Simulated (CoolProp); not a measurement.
Model: reference Helmholtz-energy equation of state, Akasaka 2024, in CoolProp.

Task: For R1132(E), give the phase and the cv (kJ/(kg K)), speed of sound (m/s), Joule-Thomson coefficient (K/MPa), isothermal compressibility (1/MPa) at 258.2 K and 65 bar; 278.2 K and 65 bar; 324.9 K and 65 bar.

Result: 
- 258.2 K and 65 bar: liquid; cv 1.07, speed of sound 769, Joule-Thomson coefficient -0.209, isothermal compressibility 0.00247
- 278.2 K and 65 bar: liquid; cv 1.07, speed of sound 665, Joule-Thomson coefficient -0.118, isothermal compressibility 0.00358
- 324.9 K and 65 bar: liquid; cv 1.09, speed of sound 414, Joule-Thomson coefficient 0.496, isothermal compressibility 0.0131
